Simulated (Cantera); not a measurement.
Input (Python, Cantera) and output of one run.

```python
import numpy as np
import cantera as ct

gas_names = [...]  # 95 gases of nasa_gas.yaml made of C, F, H
cond_names = """
    C(gr) C6H6(L) C7H8(L) C8H18(L),n-octa
""".split()


# ... load() reads the species with a 1 bar reference pressure and builds the phases ...
atoms = {
    'c-C4F8': {'C': 4, 'F': 8},
    'H2': {'H': 2},
    'CH4': {'C': 1, 'H': 4},
}
top_T = {'C(gr)': 4500}  # K; cautious upper limits of use, not melting points


# ... equilibrate(T, P, feed) seeds the gas with the atoms and calls Mixture.equilibrate('TP', solver="vcs", rtol=1e-11, max_steps=5000) ...
results = []
feed = {'c-C4F8': 1, 'H2': 4.6, 'CH4': 0.025}  # mol
T = 2575  # K
P = 40  # Pa
mix = equilibrate(T, P, feed)
results.append((T, P, feed, dict(zip(mix.species_names, mix.species_moles))))
print(gas.report(threshold=0.0001))
for i in range(1, mix.n_phases):
    print(f"{mix.phase(i).name:16s} {mix.phase_moles(i):12.5e} mol")
```

Result:

```
       temperature   2575 K
          pressure   40 Pa
           density   3.1584e-05 kg/m^3
  mean mol. weight   16.905 kg/kmol
   phase of matter   gas

                          1 kg             1 kmol
                     ---------------   ---------------
          enthalpy       -6.1986e+06       -1.0479e+08  J
   internal energy        -7.465e+06        -1.262e+08  J
           entropy             17574        2.9709e+05  J/K
    Gibbs function       -5.1451e+07       -8.6979e+08  J
 heat capacity c_p            1933.3             32683  J/K
 heat capacity c_v            1441.5             24369  J/K

                      mass frac. Y      mole frac. X     chem. pot. / RT
                     ---------------   ---------------   ---------------
                 C        0.00080415         0.0011318            -3.332
                CF         0.0028458         0.0015514           -33.145
                C2        0.00051182        0.00036019           -6.6641
               C2H        0.00028692        0.00019378           -23.132
    C2H2,acetylene         0.0001869        0.00012135             -39.6
                C3         0.0082145         0.0038539           -9.9961
                 F          0.042696          0.037992           -29.813
                 H          0.009382           0.15735           -16.468
                HF            0.9339           0.78913           -46.281
                H2        0.00098441         0.0082548           -32.936
     [  +85 minor]        0.00019208        6.3823e-05

C(gr)             3.87309e+00 mol
```

Equilibrium computed with Cantera from the NASA thermochemical tables; the gas is ideal and each condensed phase is pure. The feed counts by its element totals alone.
